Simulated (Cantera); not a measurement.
**Thermodynamics of calcination and drying, feed Ca(OH)2 + H2O + CO2**

Feed: 1 mol Ca(OH)2, 0.14 mol H2O, 0.013 mol CO2, held at 1548 K.

Cantera equilibrium calculation (NASA polynomials, part measured and part estimated; ideal gas, pure solids and liquids). Candidate condensed phases: C, C6H6, C7H8, C8H18, Ca, CaCO3, CaO, Ca(OH)2, H2O; 115 gas species. The numbers say what is thermodynamically allowed, not how fast it happens.

From 0.0750 Torr to 7500 Torr the condensed part is CaO(s). The main Ca-bearing gas is Ca(OH)2 throughout.

```json
[
 {"P (Pa)": "10", "x H2O": "0.978", "x CO2": "0.0110", "x H2": "0.00631", "x O2": "0.00298", "n CaO(s)": "1.000"},
 {"P (Pa)": "42", "x H2O": "0.982", "x CO2": "0.0111", "x H2": "0.00393", "x O2": "0.00185", "n CaO(s)": "1.000"},
 {"P (Pa)": "180", "x H2O": "0.985", "x CO2": "0.0112", "x H2": "0.00243", "x O2": "0.00114", "n CaO(s)": "1.000"},
 {"P (Pa)": "750", "x H2O": "0.986", "x CO2": "0.0112", "x H2": "0.00151", "x O2": "0.000706", "n CaO(s)": "1.000"},
 {"P (Pa)": "3200", "x H2O": "0.987", "x CO2": "0.0112", "x H2": "0.000932", "x O2": "0.000435", "n CaO(s)": "1.000"},
 {"P (Pa)": "13000", "x H2O": "0.988", "x CO2": "0.0113", "x H2": "0.000585", "x O2": "0.000273", "n CaO(s)": "1.000"},
 {"P (Pa)": "56000", "x H2O": "0.988", "x CO2": "0.0113", "x H2": "0.000359", "x O2": "0.000168", "n CaO(s)": "1.000"},
 {"P (Pa)": "240000", "x H2O": "0.988", "x CO2": "0.0113", "x H2": "0.000221", "x O2": "0.000103", "n CaO(s)": "1.000"},
 {"P (Pa)": "1000000", "x H2O": "0.988", "x CO2": "0.0113", "x H2": "0.000138", "x O2": "6.41e-5", "n CaO(s)": "1.000"}
]
```
x: gas mole fraction; n: condensed amount in mol.
